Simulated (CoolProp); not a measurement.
Vapour-liquid equilibrium of cyclohexane (1) + toluene (2) at 315.7 K; x and y are mole fractions of (1).

Model: multi-fluid Helmholtz-energy mixture model, Zhou 2014 and Lemmon 2006; pair parameters Bell 2016, in CoolProp.

```json
[
 {"x": "0.05", "bubble pressure (MPa)": "0.01028", "y at the bubble point": "0.179", "dew pressure at overall composition x (MPa)": "0.009219", "liquid density (mol/L)": "9.167"},
 {"x": "0.2", "bubble pressure (MPa)": "0.01403", "y at the bubble point": "0.486", "dew pressure at overall composition x (MPa)": "0.01047", "liquid density (mol/L)": "9.133"},
 {"x": "0.35", "bubble pressure (MPa)": "0.01717", "y at the bubble point": "0.649", "dew pressure at overall composition x (MPa)": "0.01209", "liquid density (mol/L)": "9.100"},
 {"x": "0.5", "bubble pressure (MPa)": "0.01986", "y at the bubble point": "0.755", "dew pressure at overall composition x (MPa)": "0.01426", "liquid density (mol/L)": "9.070"},
 {"x": "0.65", "bubble pressure (MPa)": "0.02223", "y at the bubble point": "0.836", "dew pressure at overall composition x (MPa)": "0.01720", "liquid density (mol/L)": "9.043"},
 {"x": "0.8", "bubble pressure (MPa)": "0.02443", "y at the bubble point": "0.907", "dew pressure at overall composition x (MPa)": "0.02115", "liquid density (mol/L)": "9.020"},
 {"x": "0.95", "bubble pressure (MPa)": "0.02656", "y at the bubble point": "0.976", "dew pressure at overall composition x (MPa)": "0.02578", "liquid density (mol/L)": "9.002"}
]
```

No azeotrope shows between x = 0.05 and 0.95.

Pair parameters are fitted to limited data, so mixtures are less certain than the pure fluids.
